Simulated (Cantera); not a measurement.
Ammonia decomposition in nitride growth gas

A perfectly stirred reactor is fed with NH₃ : H₂ = 1 : 1.7 (molar parts), at 23.3 Torr; it is held at 1775 K, and followed from long to short residence time.

Detailed kinetics in Cantera: the gas-phase N/H chemistry of the illustrative SiF4/NH3 mechanism in the Surface Chemkin manual (1991). Walls and surfaces, which speed up NH3 decomposition in real reactors, are not modelled.

```
τ (s)   x NH₃   x H₂     x NH    x N₂H₄      x N₂   x N₂H₂     x NH₂
------  -----  -----  -------  --------  --------  -------  --------
18      0.134  0.779  2.14e-6   1.74e-9    0.0861  2.77e-7  0.000124
6.6     0.219  0.726  2.55e-6   3.41e-9    0.0553  5.24e-7  0.000173
2.4     0.293  0.678  2.81e-6   5.07e-9    0.0280  7.74e-7  0.000211
0.89    0.337  0.650  2.90e-6   6.05e-9    0.0120  9.23e-7  0.000231
0.33    0.358  0.637  2.86e-6   6.34e-9   0.00455  9.63e-7  0.000236
0.12    0.366  0.632  2.63e-6   5.97e-9   0.00151  8.91e-7  0.000229
0.044   0.369  0.630  2.02e-6   4.59e-9  0.000393  6.51e-7  0.000201
0.016   0.370  0.630  8.56e-7   1.93e-9   4.90e-5  2.36e-7  0.000130
0.0060  0.370  0.630  1.57e-7  3.50e-10   2.52e-6  3.45e-8   5.55e-5
0.0022  0.370  0.630  2.15e-8  4.78e-11   1.04e-7  4.09e-9   2.05e-5
```
x: mole fraction; the columns are a selection and need not sum to one.
